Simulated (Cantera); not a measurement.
Input (Python, Cantera):

```python
import numpy as np
import cantera as ct

gas = ct.Solution("gri30.yaml", transport_model="mixture-averaged")
show = ['NH3', 'H2O', 'H2']

rows = []
print(f"{'T/K':>7s}{'rho':>11s}{'cp':>10s}{'mu':>11s}{'lambda':>11s}{'Pr':>7s}" + "".join(f"{'D_' + s:>11s}" for s in show))
for T in [400, 500, 600, 700, 800, 900, 1000, 1100, 1200]:
    gas.TPX = T, 380000, {'CO2': 0.43}
    Pr = gas.cp_mass * gas.viscosity / gas.thermal_conductivity
    D = [gas.mix_diff_coeffs_mole[gas.species_index(s)] for s in show]
    rows.append([gas.density, gas.cp_mass, gas.viscosity, gas.thermal_conductivity, Pr, *D])
    print(f"{T:7g}{gas.density:11.4e}{gas.cp_mass:10.1f}{gas.viscosity:11.4e}"
          f"{gas.thermal_conductivity:11.4e}{Pr:7.3f}" + "".join(f"{d:11.4e}" for d in D))
print("SI units: kg/m3, J/kg/K, Pa s, W/m/K, m2/s")
```

It prints:

```
    T/K        rho        cp         mu     lambda     Pr      D_NH3      D_H2O       D_H2
    400 5.0284e+00     937.9 1.9751e-05 2.5328e-02  0.731 7.4798e-06 7.6296e-06 2.9162e-05
    500 4.0227e+00    1013.9 2.3989e-05 3.3266e-02  0.731 1.1551e-05 1.1854e-05 4.2740e-05
    600 3.3523e+00    1076.1 2.7866e-05 4.1022e-02  0.731 1.6342e-05 1.6861e-05 5.8223e-05
    700 2.8734e+00    1126.8 3.1458e-05 4.8503e-02  0.731 2.1792e-05 2.2586e-05 7.5487e-05
    800 2.5142e+00    1168.6 3.4817e-05 5.5687e-02  0.731 2.7850e-05 2.8972e-05 9.4434e-05
    900 2.2349e+00    1203.7 3.7985e-05 6.2581e-02  0.731 3.4478e-05 3.5978e-05 1.1499e-04
   1000 2.0114e+00    1234.3 4.0991e-05 6.9198e-02  0.731 4.1642e-05 4.3567e-05 1.3708e-04
   1100 1.8285e+00    1258.4 4.3861e-05 7.5559e-02  0.730 4.9316e-05 5.1708e-05 1.6065e-04
   1200 1.6761e+00    1279.4 4.6611e-05 8.1684e-02  0.730 5.7477e-05 6.0376e-05 1.8566e-04
SI units: kg/m3, J/kg/K, Pa s, W/m/K, m2/s
```

Detailed kinetics in Cantera: GRI-Mech 3.0 (53 species, 325 reactions).
